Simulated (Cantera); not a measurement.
Input: 1 mol Pb, 0.027 mol O₂, 1.3 mol CO, held at 1123.15 K and 0.00133 bar.

Method: chemical equilibrium by Gibbs-energy minimisation in Cantera with the NASA 1993 tables (ideal gas, pure condensed phases). Candidate condensed phases: C, Pb, PbO, PbO₂, Pb₃O₄; 15 gas species. Equilibrium is a limit: real reactors are often held back by kinetics, nucleation or transport.

Base state: CO 0.827, Pb 0.137, CO₂ 0.0358 (mole fractions); condensed: Pb(l).

Problem. What changes in the equilibrium state with this change: temperature from 1123.15 K to 773.15 K?

Solution. 
```tsv
species	before	after
CO	0.827	0.795
CO₂	0.0358	0.205
Pb	0.137	1.74e-5
Pb(l), mol	0.793	1.000
C(graphite), mol	0	0.176
```

Problem. What changes in the equilibrium state with this change: pressure from 0.00133 bar to 0.000110 bar?

Solution. 
```json
[
 {"species": "CO", "before": "0.827", "after": "0.542"},
 {"species": "Pb", "before": "0.137", "after": "0.435"},
 {"species": "CO₂", "before": "0.0358", "after": "0.0235"},
 {"species": "Pb(l), mol", "before": "0.793", "after": "0"}
]
```
